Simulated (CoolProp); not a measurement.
Vapour pressure (MPa) of methane: the reference equation beside estimates from Tc = 190.6 K, pc = 4.599 MPa, ω = 0.011. Clausius-Clapeyron is anchored at 130.2 K with a constant enthalpy of vaporisation of 7.565 kJ/mol.

Model: reference Helmholtz-energy equation of state, Setzmann 1991, in CoolProp.

| T (K) | reference | Clausius-Clapeyron | Soave-Redlich-Kwong | Peng-Robinson |
|---|---|---|---|---|
| 122.9 | 0.2339 | 0.2455 | 0.2312 | 0.2353 |
| 126.5 | 0.2960 | 0.3030 | 0.2938 | 0.2977 |
| 130.2 | 0.3717 | 0.3717 | 0.3705 | 0.3739 |
| 133.8 | 0.4584 | 0.4486 | 0.4584 | 0.4611 |
| 137.4 | 0.5591 | 0.5361 | 0.5608 | 0.5624 |
| 141.1 | 0.6784 | 0.6378 | 0.6823 | 0.6826 |
| 144.7 | 0.8114 | 0.7488 | 0.8178 | 0.8165 |
| 148.4 | 0.9666 | 0.8759 | 0.9763 | 0.9731 |
| 152 | 1.137 | 1.013 | 1.150 | 1.145 |
| 155.6 | 1.328 | 1.163 | 1.346 | 1.338 |
| 159.3 | 1.548 | 1.332 | 1.569 | 1.560 |
| 162.9 | 1.785 | 1.512 | 1.811 | 1.800 |
| 166.6 | 2.055 | 1.711 | 2.086 | 2.072 |
| 170.2 | 2.345 | 1.921 | 2.379 | 2.365 |

Absolute difference from the reference over all 14 rows, mean and median: Clausius-Clapeyron 8.9 and 8.5 %, Soave-Redlich-Kwong 0.9 and 1.1 %, Peng-Robinson 0.7 and 0.7 %.
